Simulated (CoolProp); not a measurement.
Isobutane along the isobar 787 kPa: Z from the reference equation and from simpler models built on Tc = 134.7 °C, pc = 3629 kPa, ω = 0.184; each cubic takes its own stable root.

Model: reference Helmholtz-energy equation of state, Bücker 2006, in CoolProp.

| T (°C) | phase | reference | van der Waals | Redlich-Kwong | Soave-Redlich-Kwong | Peng-Robinson |
|---|---|---|---|---|---|---|
| -131.75 | liquid | ? | 0.08833 | 0.05930 | 0.05921 | 0.05285 |
| -104.75 | liquid | 0.04742 | 0.07641 | ? | 0.05107 | 0.04551 |
| -77.75 | liquid | 0.04248 | 0.06807 | 0.04586 | 0.04542 | 0.04039 |
| -50.75 | liquid | 0.03890 | 0.06208 | 0.04200 | 0.04141 | 0.03675 |
| -23.75 | liquid | 0.03629 | 0.05780 | 0.03935 | 0.03860 | 0.03419 |
| 3.25 | liquid | 0.03445 | ? | ? | 0.03676 | 0.03249 |
| 30.25 | liquid | 0.03328 | 0.8504 | 0.03696 | 0.03586 | 0.03164 |
| 57.15 | gas | 0.8289 | 0.8812 | 0.8479 | 0.8385 | 0.8287 |

Q: Some entries are withheld; supply them.

A: 
- -131.75, reference: 0.05445
- -104.75, Redlich-Kwong: 0.05134
- 3.25, van der Waals: 0.05491
- 3.25, Redlich-Kwong: 0.03767

At some of these states van der Waals gives the other phase, because its saturation line lies elsewhere.
